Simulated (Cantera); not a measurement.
Feed: 1 mol PbO, a varied amount of N2, at 1398.15 K and 75.0 Torr.

Method: chemical equilibrium by Gibbs-energy minimisation in Cantera with the NASA 1993 tables (ideal gas, pure condensed phases). Candidate condensed phases: Pb, PbO, PbO2, Pb3O4; 12 gas species. Gases not in the tables: (PbO)n polymers. Kinetics and transport are ignored.

x: gas mole fraction; n: condensed amount in mol.

```json
[
 {"n(N2) (mol)": "6.5", "x N2": "0.973", "x PbO": "0.0218", "x Pb": "0.00378", "x O2": "0.00185", "x NO": "7.48e-5", "n PbO(l)": "0.829"},
 {"n(N2) (mol)": "8.1", "x N2": "0.973", "x PbO": "0.0218", "x Pb": "0.00378", "x O2": "0.00185", "x NO": "7.48e-5", "n PbO(l)": "0.787"},
 {"n(N2) (mol)": "10", "x N2": "0.973", "x PbO": "0.0218", "x Pb": "0.00378", "x O2": "0.00185", "x NO": "7.48e-5", "n PbO(l)": "0.737"},
 {"n(N2) (mol)": "12", "x N2": "0.973", "x PbO": "0.0218", "x Pb": "0.00378", "x O2": "0.00185", "x NO": "7.48e-5", "n PbO(l)": "0.685"},
 {"n(N2) (mol)": "15", "x N2": "0.973", "x PbO": "0.0218", "x Pb": "0.00378", "x O2": "0.00185", "x NO": "7.48e-5", "n PbO(l)": "[?]"},
 {"n(N2) (mol)": "19", "x N2": "0.973", "x PbO": "0.0218", "x Pb": "0.00378", "x O2": "0.00185", "x NO": "7.48e-5", "n PbO(l)": "[?]"},
 {"n(N2) (mol)": "24", "x N2": "0.973", "x PbO": "0.0218", "x Pb": "0.00378", "x O2": "0.00185", "x NO": "7.48e-5", "n PbO(l)": "[?]"},
 {"n(N2) (mol)": "29", "x N2": "0.973", "x PbO": "0.0218", "x Pb": "0.00378", "x O2": "0.00185", "x NO": "7.48e-5", "n PbO(l)": "[?]"},
 {"n(N2) (mol)": "37", "x N2": "0.973", "x PbO": "0.0218", "x Pb": "0.00378", "x O2": "0.00185", "x NO": "7.48e-5", "n PbO(l)": "[?]"},
 {"n(N2) (mol)": "45", "x N2": "0.977", "x PbO": "0.0183", "x Pb": "0.00337", "x O2": "0.00165", "x NO": "7.08e-5", "n PbO(l)": "0"},
 {"n(N2) (mol)": "56", "x N2": "0.981", "x PbO": "0.0146", "x Pb": "0.00290", "x O2": "0.00142", "x NO": "6.57e-5", "n PbO(l)": "0"}
]
```

Some entries are withheld; supply them.


- 15, n PbO(l): 0.606
- 19, n PbO(l): 0.501
- 24, n PbO(l): 0.369
- 29, n PbO(l): 0.238
- 37, n PbO(l): 0.0277
